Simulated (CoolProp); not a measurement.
Vapour-liquid equilibrium of propylene (1) + R134a (2) at 1.69 MPa; x and y are mole fractions of (1).

Model: multi-fluid Helmholtz-energy mixture model, Lemmon 2013 and Tillner-Roth 1994; pair parameters Bell 2016, in CoolProp.

```csv
x,"bubble temperature, mixture model (K)","bubble temperature, Raoult's law (K)","y, mixture model","y, Raoult's law"
0.05,329.9,332.3,0.099,0.074
0.125,325.5,330.7,0.226,0.178
0.2,321.9,329.2,0.328,0.276
0.275,319.1,327.7,0.412,0.368
0.35,316.8,326.2,0.481,0.453
0.425,315.1,324.7,0.539,0.534
0.5,313.8,323.3,0.591,0.609
0.575,312.8,321.8,0.640,0.679
0.65,312.1,320.4,0.688,0.745
0.725,311.8,319.1,0.738,0.807
0.8,311.7,317.7,0.793,0.864
0.875,312.1,316.4,0.857,0.918
0.95,313.1,315.1,0.935,0.968
```

The largest gap from Raoult's law is -9.6 K in bubble temperature, at x = 0.425. y crosses x between x = 0.725 and 0.8: the model has an azeotrope there.

The pair parameters rest on a limited set of measurements; away from them the model extrapolates.
